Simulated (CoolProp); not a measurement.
R113 at several states: density (kg/m³) from the reference equation and from simpler models built on Tc = 214.1 °C, pc = 3.392 MPa, ω = 0.253; each cubic takes its own stable root.

The numbers come from the reference Helmholtz-energy equation of state, Marx 1992 in CoolProp.

```
T (°C)  p (MPa)   phase  reference
------  -------  ------  ---------
179.25     4.79  liquid       1138
3.25      0.036  liquid       1614
198.75     17.5  liquid       1222
98.65     0.167     gas      10.56
```

Question: How far does each simpler model (van der Waals, Redlich-Kwong, Soave-Redlich-Kwong, Peng-Robinson) lie from the reference over these 4 states: mean and median of the absolute difference, and the worst?

Answer: 
- van der Waals: mean 40.6 %, median 30.7 %, worst -99.8 % at 3.25 °C and 0.036 MPa
- Redlich-Kwong: mean 30.0 %, median 9.9 %, worst -99.8 % at 3.25 °C and 0.036 MPa
- Soave-Redlich-Kwong: mean 6.0 %, median 6.3 %, worst -11.2 % at 179.25 °C and 4.79 MPa
- Peng-Robinson: mean 2.6 %, median 2.4 %, worst +5.5 % at 198.75 °C and 17.5 MPa

At some of these states van der Waals, Redlich-Kwong gives the other phase, because its saturation line lies elsewhere.
